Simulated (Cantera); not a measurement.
**Reactions in the system C-H-N-Ta**

Standard-state values (1 bar) from the NASA 1993 polynomials, evaluated with Cantera. Values are per mole of reaction as written; species without (g) are pure solids or liquids, kept so even where they would boil at 1 bar. TaC: taken at fixed stoichiometry.

2 HCN(g) + 3 Ta + CH₄(g) = 3 TaC + 2 NH₃(g)

| T (K) | ΔH° (kJ) | ΔS° (J/K) | ΔG° (kJ) | log10 K |
|---|---|---|---|---|
| 873 | -715.3 | -194.7 | -545.4 | 32.63 |
| 948 | -714.8 | -194.0 | -530.8 | 29.25 |
| 1023 | -714.2 | -193.4 | -516.3 | 26.36 |
| 1098 | -713.6 | -192.9 | -501.8 | 23.87 |
| 1173 | -713.0 | -192.3 | -487.4 | 21.70 |
| 1248 | -712.4 | -191.8 | -473.0 | 19.79 |
| 1323 | -711.8 | -191.4 | -458.6 | 18.11 |
| 1398 | -711.1 | -190.9 | -444.2 | 16.60 |
